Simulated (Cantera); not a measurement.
An adiabatic, constant-volume homogeneous reactor starts with CH4 : H2 : O2 : N2 = 1 : 0.29 : 1.26 : 10.7 (molar parts), at 1175 K and 500000 Pa. Integrator tolerance rtol = 1e-08.

Model: GRI-Mech 3.0 (53 species, 325 reactions), integrated in Cantera.

**Question.** What does this change do: H2 0.29 to 0.15 parts?

**Answer.** 
```
quantity                                                              before                                      after
---------------------------------  -----------------------------------------  -----------------------------------------
time of steepest temperature rise                                    3.78 ms                                    7.80 ms
temperature at 0.100 s                                                2214 K                                     2224 K
equilibrium temperature                                               2214 K                                     2224 K
x(CH4) at 0.100 s                  2.43e-10 (gas-phase equilibrium 2.73e-10)  1.60e-10 (gas-phase equilibrium 1.80e-10)
x(H2) at 0.100 s                       0.0693 (gas-phase equilibrium 0.0693)      0.0613 (gas-phase equilibrium 0.0613)
x(O2) at 0.100 s                     2.91e-7 (gas-phase equilibrium 2.91e-7)    4.14e-7 (gas-phase equilibrium 4.14e-7)
x(HO2) at 0.100 s                  4.31e-10 (gas-phase equilibrium 4.31e-10)  5.78e-10 (gas-phase equilibrium 5.78e-10)
x(H2O) at 0.100 s                      0.0940 (gas-phase equilibrium 0.0940)      0.0936 (gas-phase equilibrium 0.0936)
```
